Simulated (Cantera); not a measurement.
Charge: 1 mol CF4, a varied amount of H2, equilibrated at 3223 K and 43.0 Pa.

Cantera equilibrium calculation (NASA polynomials, part measured and part estimated; ideal gas, pure solids and liquids). Candidate condensed phases: C, C6H6, C7H8, C8H18; 95 gas species. Rates play no part.

x: gas mole fraction; nothing condenses.

```json
[
 {"n(H2) (mol)": "0.65", "x H": "0.171", "x F": "0.631", "x C": "0.104", "x HF": "0.0574", "x CF": "0.0137", "x C3": "0.0122", "x C2": "0.0105"},
 {"n(H2) (mol)": "0.97", "x H": "0.239", "x F": "0.559", "x C": "0.0986", "x HF": "0.0714", "x CF": "0.0115", "x C3": "0.0104", "x C2": "0.00946"},
 {"n(H2) (mol)": "1.5", "x H": "(withheld)", "x F": "(withheld)", "x C": "(withheld)", "x HF": "0.0832", "x CF": "(withheld)", "x C3": "(withheld)", "x C2": "(withheld)"},
 {"n(H2) (mol)": "2.2", "x H": "0.432", "x F": "0.380", "x C": "0.0814", "x HF": "0.0875", "x CF": "0.00647", "x C3": "0.00582", "x C2": "0.00644"},
 {"n(H2) (mol)": "3.4", "x H": "(withheld)", "x F": "(withheld)", "x C": "(withheld)", "x HF": "0.0835", "x CF": "(withheld)", "x C3": "(withheld)", "x C2": "(withheld)"},
 {"n(H2) (mol)": "5.1", "x H": "0.651", "x F": "0.210", "x C": "0.0566", "x HF": "0.0729", "x CF": "0.00249", "x C3": "0.00196", "x C2": "0.00311"},
 {"n(H2) (mol)": "7.6", "x H": "0.738", "x F": "0.151", "x C": "0.0446", "x HF": "0.0593", "x CF": "0.00141", "x C3": "0.000957", "x C2": "0.00193"}
]
```

Problem. Fill in the missing entries.

Solution. 
- 3.4, x H: 0.548
- 3.4, x F: 0.286
- 3.4, x C: 0.0690
- 3.4, x CF: 0.00413
- 3.4, x C3: 0.00355
- 3.4, x C2: 0.00463
- 1.5, x H: 0.334
- 1.5, x F: 0.466
- 1.5, x C: 0.0905
- 1.5, x CF: 0.00884
- 1.5, x C3: 0.00801
- 1.5, x C2: 0.00797
